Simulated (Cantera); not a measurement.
Feed: 1 mol Si2Cl6, 0.027 mol Cl2, a varied amount of H2, held at 823.15 K and 510 Torr.

These are equilibrium values from Cantera (NASA tables, ideal gas, pure condensed phases), not measurements of a reactor. Candidate condensed phases: Si; 19 gas species. The feed counts by its element totals alone. The tables' values for SiCl3 are old estimates; treat these amounts as uncertain. The numbers say what is thermodynamically allowed, not how fast it happens.

x: gas mole fraction; n: condensed amount in mol.

| n(H2) (mol) | x H2 | x SiCl4 | x SiHCl3 | x SiH2Cl2 | x HCl | n Si(s) |
|---|---|---|---|---|---|---|
| 7.3 | 0.808 | 0.127 | 0.0608 | [?] | 0.00204 | 0.348 |
| 14 | 0.889 | 0.0673 | 0.0397 | [?] | 0.00182 | 0.326 |
| 29 | 0.942 | 0.0315 | 0.0231 | [?] | 0.00155 | 0.301 |
| 56 | 0.969 | 0.0153 | 0.0136 | [?] | 0.00132 | 0.280 |
| 110 | 0.983 | 0.00714 | 0.00775 | [?] | 0.00110 | 0.260 |
| 220 | 0.991 | 0.00318 | 0.00425 | [?] | 0.000898 | 0.246 |
| 440 | 0.995 | 0.00138 | 0.00227 | [?] | 0.000730 | 0.243 |

Problem. Complete the blanks.

Solution. 
- 7.3, x SiH2Cl2: 0.00245
- 14, x SiH2Cl2: 0.00197
- 29, x SiH2Cl2: 0.00142
- 56, x SiH2Cl2: 0.00102
- 110, x SiH2Cl2: 0.000708
- 220, x SiH2Cl2: 0.000477
- 440, x SiH2Cl2: 0.000315
